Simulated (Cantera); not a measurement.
## SiH2Cl2 + N2 + H2 (silicon nitride deposition)

Feed: 1 mol SiH2Cl2, 52 mol N2, 62 mol H2, held at 1775 K and 1.00 bar.

Cantera equilibrium calculation (NASA polynomials, part measured and part estimated; ideal gas, pure solids and liquids). Candidate condensed phases: NH4Cl, Si, Si3N4; 28 gas species. The numbers say what is thermodynamically allowed, not how fast it happens.

- x(H2) = 0.537
- x(N2) = 0.445
- x(HCl) = 0.0171
- x(H) = 0.000212
- x(SiCl2) = 9.71e-5
- x(NH3) = 8.09e-6
- x(Cl) = 5.20e-6
- x(SiCl3) = 1.28e-6
- n(Si3N4(s)) = 0.329 mol
- gas amount = 115.4 mol
- log10 activity of Si(l) (absent) = -1.26
